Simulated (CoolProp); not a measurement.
Octamethylcyclotetrasiloxane (D4) along the isotherm 620 K: density (kg/m³) from the reference equation and from simpler models built on Tc = 586.5 K, pc = 13.47 bar, ω = 0.598; each cubic takes its own stable root.

Model: reference Helmholtz-energy equation of state, Thol 2015, in CoolProp.

```
p (bar)          phase  reference
-------  -------------  ---------
1.68               gas      10.03
3.37               gas      20.95
5.05               gas      32.80
6.74               gas      45.96
8.42               gas      60.60
10.1               gas      77.25
11.8               gas      96.84
13.5     supercritical      120.3
15.2     supercritical      149.6
16.8     supercritical      185.2
18.5     supercritical      235.5
20.2     supercritical      294.6
```

**Question.** How far does each simpler model (Redlich-Kwong, Peng-Robinson) lie from the reference over these 12 states: mean and median of the absolute difference, and the worst?

**Answer.** 
- Redlich-Kwong: mean 4.5 %, median 1.6 %, worst +16.6 % at 620 K and 18.5 bar
- Peng-Robinson: mean 1.4 %, median 1.1 %, worst -6.1 % at 620 K and 20.2 bar
